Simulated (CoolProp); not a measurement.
Vapour pressure (bar) of toluene: the reference equation beside estimates from Tc = 591.7 K, pc = 41.26 bar, ω = 0.266.

Computed with CoolProp (reference Helmholtz-energy equation of state, Lemmon 2006). It is a short technical equation, of lower accuracy than the large ones.

| T (K) | reference | Lee-Kesler | van der Waals | Soave-Redlich-Kwong | Peng-Robinson |
|---|---|---|---|---|---|
| 412.3 | 2.137 | 2.136 | 8.077 | 2.135 | 2.129 |
| 423.1 | 2.751 | 2.758 | 9.208 | 2.756 | 2.741 |
| 433.8 | 3.483 | 3.502 | 10.43 | 3.501 | 3.473 |
| 444.6 | 4.363 | 4.396 | 11.76 | 4.399 | 4.356 |
| 455.3 | 5.392 | 5.441 | 13.18 | 5.451 | 5.390 |
| 466.1 | 6.606 | 6.671 | 14.72 | 6.695 | 6.613 |
| 476.8 | 7.999 | 8.083 | 16.35 | 8.126 | 8.021 |
| 487.6 | 9.618 | 9.719 | 18.11 | 9.789 | 9.659 |
| 498.3 | 11.45 | 11.57 | 19.97 | 11.67 | 11.52 |
| 509.1 | 13.56 | 13.69 | 21.96 | 13.84 | 13.66 |
| 519.8 | 15.92 | 16.06 | 24.05 | 16.25 | 16.05 |
| 530.6 | 18.60 | 18.75 | 26.28 | 18.99 | 18.78 |

Absolute difference from the reference over all 12 rows, mean and median: Lee-Kesler 0.8 and 0.9 %, van der Waals 130.9 and 113.6 %, Soave-Redlich-Kwong 1.3 and 1.5 %, Peng-Robinson 0.4 and 0.4 %.
